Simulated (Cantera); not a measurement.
What does this Cantera script print?

```python
import numpy as np
import cantera as ct

gas_names = """
    CL CL2 H HCL H2 Si SiCL SiCL2 SiCL3 SiCL4 SiH SiHCL3 SiH2 SiH2CL2 SiH3 SiH3CL SiH4 Si2 Si3
""".split()
cond_names = """
    Si(cr) Si(L)
""".split()


# ... load() reads the species with a 1 bar reference pressure and builds the phases ...
atoms = {
    'Si': {'Si': 1},
    'Cl2': {'CL': 2},
    'H2': {'H': 2},
}
top_T = {}  # K; cautious upper limits of use, not melting points


# ... equilibrate(T, P, feed) seeds the gas with the atoms and calls Mixture.equilibrate('TP', solver="vcs", rtol=1e-11, max_steps=5000) ...
results = []
feed = {'Si': 1, 'Cl2': 0.55, 'H2': 0.52}  # mol
P = 101325  # Pa
for T in [698, 748, 798, 848, 898, 948, 998]:
    mix = equilibrate(T, P, feed)
    results.append((T, P, feed, dict(zip(mix.species_names, mix.species_moles))))

top = {s: max(r[3][s] / sum(r[3][g] for g in gas_names) for r in results) for s in gas_names}
cols = sorted((s for s in top if top[s] > 0.001), key=lambda s: -top[s])[:9]
seen = [c for c in cond_names if any(r[3].get(c, 0) > 1e-12 for r in results)]
print("log10 of partial pressures in bar; condensed amounts in mol")
print(f"{'T/K':>10s}" + "".join(f"{s[:9]:>10s}" for s in cols + seen))
for T, P, feed, n in results:
    ng = sum(n[g] for g in gas_names)
    print(f"{T:10.4g}" + "".join(f"{np.log10(max(n[s] / ng * P / 1e5, 1e-99)):10.3f}" for s in cols)
          + "".join(f"{n.get(c, 0):10.4g}" for c in seen))
```

Output:

```
log10 of partial pressures in bar; condensed amounts in mol
       T/K        H2     SiCL4    SiHCL3       HCL   SiH2CL2     SiCL3    Si(cr)
       698    -0.206    -0.560    -0.952    -3.518    -2.528    -5.034    0.7026
       748    -0.205    -0.558    -0.961    -3.159    -2.501    -4.506    0.7031
       798    -0.205    -0.556    -0.970    -2.846    -2.478    -4.045    0.7035
       848    -0.205    -0.555    -0.979    -2.571    -2.460    -3.639    0.7041
       898    -0.206    -0.554    -0.988    -2.328    -2.445    -3.279    0.7047
       948    -0.207    -0.555    -0.996    -2.112    -2.433    -2.959    0.7055
       998    -0.209    -0.556    -1.006    -1.918    -2.424    -2.672    0.7064
```

Cantera equilibrium calculation (NASA polynomials, part measured and part estimated; ideal gas, pure solids and liquids). The tables' values for SiCl3 are old estimates; treat these amounts as uncertain.
